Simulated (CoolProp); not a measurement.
Properties of n-perfluorohexane at several states.

Model: reference Helmholtz-energy equation of state, Gao 2022, in CoolProp.

| T (K) | p (MPa) | phase | Z | cv (kJ/(kg K)) | speed of sound (m/s) | isothermal compressibility (1/MPa) | fugacity coefficient |
|---|---|---|---|---|---|---|---|
| 420 | 0.0286 | gas | 0.9927 | 0.9522 | 102.2 | 35.22 | 0.9928 |
| 352.9 | 0.35 | liquid | 0.02681 | 0.9243 | 360.8 | 0.006280 | 0.5374 |
| 247.5 | 0.157 | liquid | 0.01418 | 0.7753 | 649.7 | 0.001625 | 0.01133 |
| 229.5 | 0.184 | liquid | 0.01745 | 0.7457 | 696.4 | 0.001390 | 0.002413 |
| 236.9 | 0.519 | liquid | 0.04818 | 0.7580 | 678.7 | 0.001473 | 0.001615 |
| 274.4 | 9.79 | liquid | 0.8165 | 0.8188 | 629.4 | 0.001738 | 0.002132 |
